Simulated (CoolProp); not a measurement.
Saturation properties of cyclopentane.

Model: reference Helmholtz-energy equation of state, Gedanitz 2015, in CoolProp.

```csv
T (°C),p (MPa),liquid density (kg/m³),enthalpy of vaporisation (kJ/kg),liquid cp (kJ/(kg K)),vapour Z,liquid conductivity (mW/(m K))
103.55,0.4528,655.2,344.0,2.243,0.8982,98.8
110.85,0.5344,646.3,337.0,2.288,0.8856,96.4
118.15,0.6264,637.1,329.6,2.335,0.8721,94.1
125.45,0.7298,627.7,322.0,2.382,0.8576,91.8
132.75,0.8454,617.9,314.0,2.432,0.8422,89.6
140.05,0.9739,607.9,305.6,2.483,0.8256,87.4
147.35,1.116,597.5,296.7,2.538,0.8079,85.2
154.65,1.274,586.7,287.4,2.596,0.7890,83.1
161.95,1.447,575.5,277.6,2.658,0.7688,81.1
169.25,1.637,563.7,267.1,2.728,0.7472,79.1
176.45,1.842,551.4,256.0,2.805,0.7243,77.2
183.75,2.069,538.3,244.0,2.895,0.6992,75.4
191.05,2.316,524.1,230.9,3.006,0.6721,73.6
```

It boils at 49.2 °C under 1 atm.

Thermal conductivity comes from a separate model (Vassiliou 2015).
